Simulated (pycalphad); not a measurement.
CALPHAD calculation (pycalphad, COST 507 light-alloy database (1999)), 1 atm. These are 1990s assessments: newer ones move some temperatures and phases. Not assessed as a whole: an extrapolation from subsystems, which can miss ternary compounds. Amounts are mole fractions of atoms.

Task: Give the equilibrium state of Al-0.96Sn-1.879Si (wt.%) at 890 K.

Result: fcc, fraction 0.774, with 0.14 Sn, 0.68 Si wt.%; liquid, fraction 0.226, with 3.7 Sn, 5.9 Si wt.%.

Task: Give the equilibrium state of Al-0.96Sn-1.879Si (wt.%) at 730 K.

Result: 
```
T = 730.00 K, P = 101325 Pa, N = 1 mol of atoms
G = -26360 J/mol, H = 11969 J/mol, S = 52.51 J/(mol K)  (SER reference)
chemical potentials (J/mol): Al -26456, Sn -47795, Si -18646
phase             fraction      x(Al)      x(Sn)      x(Si)
FCC_A1              0.9851     0.9941   0.000937     0.0049
DIAMOND_A4          0.0133   6.48e-08   3.37e-07     1.0000
LIQUID              0.0016     0.1880     0.8115   0.000539
```

FCC_A1 is fcc; DIAMOND_A4 is diamond (Si).
